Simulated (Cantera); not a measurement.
**Adiabatic ignition**

An adiabatic, constant-pressure homogeneous reactor starts with CO : H₂ : O₂ : N₂ = 1 : 0.28 : 0.457 : 5.03 (molar parts), equivalence ratio 1.4, at 1025 K and 101000 Pa.

Computed with Cantera and GRI-Mech 3.0 (53 species, 325 reactions).

```csv
t (s),T (K),x CO,x H₂,x O₂,x NO,x HO₂,x H₂O₂
6.00e-6,1025,0.148,0.0414,0.0675,<1e-12,3.23e-11,<1e-12
2.19e-5,1025,0.148,0.0414,0.0675,<1e-12,3.13e-10,<1e-12
8.02e-5,1025,0.148,0.0414,0.0675,<1e-12,7.54e-9,7.06e-12
0.000293,1025,0.148,0.0414,0.0675,<1e-12,3.98e-6,1.12e-8
0.00107,1878,0.0658,0.00575,0.00673,5.38e-5,1.31e-6,8.32e-8
0.00392,2034,0.0559,0.00446,0.00109,8.20e-5,1.67e-7,1.35e-8
0.0143,2064,0.0540,0.00427,9.00e-5,9.18e-5,1.14e-8,1.62e-9
0.0524,2068,0.0539,0.00426,2.06e-5,9.30e-5,2.33e-9,4.28e-10
0.191,2068,0.0539,0.00426,1.97e-5,9.25e-5,2.24e-9,4.13e-10
0.700,2068,0.0539,0.00426,1.98e-5,9.12e-5,2.24e-9,4.13e-10
```
x: mole fraction; the columns are a selection and need not sum to one.

- time of steepest temperature rise = 0.551 ms
- temperature at 0.700 s = 2068 K
- equilibrium temperature = 2068 K
- x(CO) at 0.700 s = 0.0539 (gas-phase equilibrium 0.0539)
- x(H₂) at 0.700 s = 0.00426 (gas-phase equilibrium 0.00426)
- x(O₂) at 0.700 s = 1.98e-5 (gas-phase equilibrium 1.98e-5)
